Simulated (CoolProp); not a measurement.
Properties of R113 along the isotherm 226.85 °C.

Model: reference Helmholtz-energy equation of state, Marx 1992, in CoolProp.

| p (bar) | phase | density (kg/m³) | cp (kJ/(kg K)) | cv (kJ/(kg K)) | Joule-Thomson coefficient (K/MPa) | isothermal compressibility (1/MPa) |
|---|---|---|---|---|---|---|
| 0.161 | gas | 0.7267 | 0.8059 | 0.7612 | 8.334 | 62.20 |
| 0.251 | gas | 1.134 | 0.8062 | 0.7613 | 8.343 | 39.93 |
| 0.39 | gas | 1.764 | 0.8065 | 0.7614 | 8.358 | 25.73 |
| 0.607 | gas | 2.751 | 0.8071 | 0.7616 | 8.380 | 16.57 |
| 0.946 | gas | 4.301 | 0.8081 | 0.7619 | 8.416 | 10.66 |
| 1.47 | gas | 6.716 | 0.8096 | 0.7623 | 8.473 | 6.897 |
| 2.29 | gas | 10.54 | 0.8120 | 0.7631 | 8.563 | 4.462 |
| 3.57 | gas | 16.64 | 0.8160 | 0.7642 | 8.709 | 2.899 |
| 5.56 | gas | 26.44 | 0.8229 | 0.7661 | 8.950 | 1.902 |
| 8.66 | gas | 42.58 | 0.8353 | 0.7694 | 9.363 | 1.266 |
| 13.5 | gas | 70.33 | 0.8606 | 0.7755 | 10.12 | 0.8691 |
| 21 | gas | 122.2 | 0.9250 | 0.7881 | 11.71 | 0.6459 |
| 32.7 | gas | 252.9 | 1.285 | 0.8265 | 16.24 | 0.6797 |
| 50.9 | supercritical | 854.6 | 1.570 | 0.8418 | 3.725 | 0.1156 |
